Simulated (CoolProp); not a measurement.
A simple Rankine cycle with cyclopentane: condensing at 307.15 K, boiler at 0.795 MPa, turbine inlet 549 K, turbine efficiency 0.75, pump efficiency 0.7, no recuperator. Each further row changes one setting.

The numbers come from the reference Helmholtz-energy equation of state, Gedanitz 2015 in CoolProp.

```json
[
 {"case": "as stated", "thermal efficiency (%)": "13.7", "net work (kJ/kg)": "114", "heat in (kJ/kg)": "830", "turbine exit temperature (K)": "493.1", "volume ratio over the turbine": "12.5"},
 {"case": "condensing temperature 299.15 K", "thermal efficiency (%)": "15.0", "net work (kJ/kg)": "126", "heat in (kJ/kg)": "845", "turbine exit temperature (K)": "487.0", "volume ratio over the turbine": "16.8"},
 {"case": "boiler pressure 0.556 MPa", "thermal efficiency (%)": "12.0", "net work (kJ/kg)": "100", "heat in (kJ/kg)": "834", "turbine exit temperature (K)": "501.4", "volume ratio over the turbine": "8.78"},
 {"case": "turbine efficiency 0.65", "thermal efficiency (%)": "11.9", "net work (kJ/kg)": "98.5", "heat in (kJ/kg)": "830", "turbine exit temperature (K)": "500.3", "volume ratio over the turbine": "12.7"}
]
```
